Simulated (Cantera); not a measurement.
An adiabatic, constant-pressure homogeneous reactor starts with CH3OH : O2 : N2 = 1 : 3.85 : 14.5 (molar parts), equivalence ratio 0.39, at 1275 K and 1730 Torr.

Detailed kinetics in Cantera: GRI-Mech 3.0 (53 species, 325 reactions). GRI-Mech 3.0 was tuned for natural gas; its chemistry of methanol as a main component is partial and can be far from experiment.

Predict: time of steepest temperature rise; temperature at 5.00 s; equilibrium temperature; x(O2) at 5.00 s; x(NO) at 5.00 s; x(H2) at 5.00 s; x(O) at 5.00 s.


```json
{
  "time_of_steepest_temperature_rise": "1.84 ms",
  "temperature at 5.00 s": "2132 K",
  "equilibrium_temperature": "2132 K",
  "x(O2) at 5.00 s": "0.114 (gas-phase equilibrium 0.114)",
  "x(NO) at 5.00 s": "0.00763 (gas-phase equilibrium 0.00763)",
  "x(H2) at 5.00 s": "0.000143 (gas-phase equilibrium 0.000143)",
  "x(O) at 5.00 s": "0.000387 (gas-phase equilibrium 0.000387)"
}
```
